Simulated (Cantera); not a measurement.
A closed system holds: 1 mol SiHCl3, 0.15 mol HCl, 13 mol N2, at 44.0 mbar.

These are equilibrium values from Cantera (NASA tables, ideal gas, pure condensed phases), not measurements of a reactor. Candidate condensed phases: NH4Cl, Si, Si3N4; 28 gas species. N2 is the only nitrogen source here; it is nearly inert below about 1500 K, so the nitride shown seldom forms there in practice. Kinetics and transport are ignored.

Which condensed phases are stable at each of these points (T (K)): 1173, 1223, 1273, 1323, 1373, 1423, 1473, 1523, 1573, 1623, 1673, 1723, 1773?


| T (K) | condensed phases | Si condensed (%) |
|---|---|---|
| 1173 | Si3N4(s) | 45.3 |
| 1223 | Si3N4(s) | 45.2 |
| 1273 | Si3N4(s) | 44.7 |
| 1323 | Si3N4(s) | 43.3 |
| 1373 | Si3N4(s) | 40.7 |
| 1423 | Si3N4(s) | 35.7 |
| 1473 | Si3N4(s) | 27.8 |
| 1523 | Si3N4(s) | 17.1 |
| 1573 | Si3N4(s) | 5.7 |
| 1623 | gas only | 0.0 |
| 1673 | gas only | 0.0 |
| 1723 | gas only | 0.0 |
| 1773 | gas only | 0.0 |

From 1173 K to 1573 K the condensed part is Si3N4(s). From 1623 K to 1773 K nothing is condensed.
